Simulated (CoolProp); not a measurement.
The fluid at 516.04 K and 0.465 MPa flows at 0.17 m/s in a round tube of 4.6 mm bore and 45 µm roughness, fully developed (64/Re and Nu = 3.66 if laminar; Colebrook and Gnielinski if turbulent). The same conditions are run with several fluids, on thermodynamics alone (safety and materials aside).

Values from CoolProp's reference Helmholtz-energy equation of state of each fluid (toluene: Lemmon 2006; carbon dioxide: Span 1996; propylene: Lemmon 2013; oxygen: Schmidt 1985; n-heptane: Span 2003).

```
fluid           Reynolds number  Darcy friction factor  pressure drop (Pa/m)  heat-transfer coefficient (W/(m² K))  mass flow (kg/h)
--------------  ---------------  ---------------------  --------------------  ------------------------------------  ----------------
toluene                       ?                 0.0903                     ?                                  25.0             0.109
carbon dioxide              152                  0.421                  6.33                                  27.3            0.0487
propylene                   247                  0.259                  3.75                                  36.4                 ?
oxygen                        ?                  0.738                  8.03                                  33.6            0.0352
n-heptane                   895                 0.0715                  2.63                                  29.3             0.119
```

Task: Some entries are withheld; supply them.

Result: 
- toluene, Reynolds number: 709
- toluene, pressure drop (Pa/m): 3.04
- propylene, mass flow (kg/h): 0.0469
- oxygen, Reynolds number: 86.7

Above 300 K oxygen's equation is extrapolated.

Transport values come from each fluid's own correlations; those of propylene are estimates that may be off by 10 % or more.
